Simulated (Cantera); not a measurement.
A diamond (100) surface in a fixed gas of H2 with x(CH4) = 0.023, x(H) = 0.00035, x(CH3) = 0.00055, at 1350 K; coverages are run to steady state.

Computed with Cantera and the Harris–Goodwin 1993 mechanism for the reconstructed diamond (100) surface.

θ: site fractions in the mechanism's names (c6HH fully hydrogenated, c6H* and c6*H radical sites, c6** diradical, c6HM methylated).

```tsv
P (Pa)	growth (µm/h)	θ c6HH	θ c6H*	θ c6*H	θ c6**	θ c6HM
1500	0.0823	0.502	0.0443	0.437	0.0150	?
2300	0.175	0.502	0.0443	0.436	0.0148	?
3600	0.372	0.502	0.0442	0.436	0.0146	?
5600	0.751	0.502	0.0441	0.435	0.0144	?
8600	1.43	0.502	0.0441	0.435	0.0142	?
13000	2.56	0.501	0.0440	0.434	0.0141	?
21000	4.92	0.501	0.0440	0.433	0.0139	?
32000	8.60	0.500	0.0439	0.433	0.0138	?
```

Task: Some entries are withheld; supply them.

Result: 
- 1500, θ c6HM: 8.13e-5
- 2300, θ c6HM: 0.000127
- 3600, θ c6HM: 0.000202
- 5600, θ c6HM: 0.000320
- 8600, θ c6HM: 0.000500
- 13000, θ c6HM: 0.000768
- 21000, θ c6HM: 0.00126
- 32000, θ c6HM: 0.00192
